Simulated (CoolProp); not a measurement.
Vapour-liquid equilibrium of methanol (1) + m-xylene (2) at 162.55 °C; x and y are mole fractions of (1).

Computed with CoolProp (multi-fluid Helmholtz-energy mixture model, de Reuck 1993 and Zhou 2012; pair parameters Bell 2016).

Task: Give the bubble pressure and the first vapour's composition at x = 0.25, 0.45, 0.65. Is there an azeotrope?

Result: x = 0.25: 1.004 MPa, y = 0.809; x = 0.45: 1.254 MPa, y = 0.853; x = 0.65: 1.445 MPa, y = 0.888. No azeotrope shows between x = 0.05 and 0.95.

Pair parameters are fitted to limited data, so mixtures are less certain than the pure fluids. With so large a gap from Raoult's law the liquid may split in two, which this calculation doesn't test in full.
